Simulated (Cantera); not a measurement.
A perfectly stirred reactor is fed with 15.4 % H2, 12.8 % O2, 65.3 % N2, 6.53 % H2O, equivalence ratio 0.60, at 100.0 Torr; it is held at 1375 K, and followed from long to short residence time.

Detailed kinetics in Cantera: the H2/O2 subset of GRI-Mech 3.0, which has no nitrogen chemistry. The temperature is held fixed by assumption; the heat of reaction is taken as removed at once.

Task: Predict: x(H2) at τ = 4.00 s; x(O2) at τ = 4.00 s; x(H) at τ = 4.00 s; x(OH) at τ = 4.00 s; x(H2O) at τ = 4.00 s; x(H2) at τ = 61.0 ms; x(O2) at τ = 61.0 ms; x(H) at τ = 61.0 ms; x(OH) at τ = 61.0 ms; x(H2O) at τ = 61.0 ms.

Result: 
```
Quantity                 Result
---------------------  --------
x(H2) at τ = 4.00 s    0.000159
x(O2) at τ = 4.00 s      0.0554
x(H) at τ = 4.00 s      1.80e-5
x(OH) at τ = 4.00 s    0.000544
x(H2O) at τ = 4.00 s      0.237
x(H2) at τ = 61.0 ms    0.00251
x(O2) at τ = 61.0 ms     0.0558
x(H) at τ = 61.0 ms     0.00117
x(OH) at τ = 61.0 ms    0.00219
x(H2O) at τ = 61.0 ms     0.232
```
